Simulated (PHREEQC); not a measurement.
Consider water at 25 °C with 0.00032 mol Ag2SO4, 0.00024 mol HF and 0.047 mol Na2SO4 per kg of water. Closed to the air; pH follows from the charge balance.

The numbers come from PHREEQC with the ion-association model, wateq4f.dat.

```json
[
 {"quantity": "pH", "before": "4.13", "after": "7.17"},
 {"quantity": "ionic strength (mol/kgw)", "before": "0.129", "after": "0.129"},
 {"quantity": "SO4-2 (mol/kgw)", "before": "0.0409", "after": "0.0411"},
 {"quantity": "Ag+ (mol/kgw)", "before": "0.000503", "after": "0.000503"},
 {"quantity": "AgSO4- (mol/kgw)", "before": "0.000137", "after": "0.000137"},
 {"quantity": "HSO4- (mol/kgw)", "before": "0.000132", "after": "1.21e-7"},
 {"quantity": "SI of Ag2O (Ag2O)", "before": "-11.14", "after": "-5.07"}
]
```

Task: Name the change that produced these shifts.
A) temperature from 25 to 55 °C
B) diluted 2-fold with water
C) HF from 0.00024 to 0.0024 mol/kgw
D) HF left out
E) diluted 5-fold with water

Result: D, HF left out

This is a speciation only: nothing precipitates in the calculation.
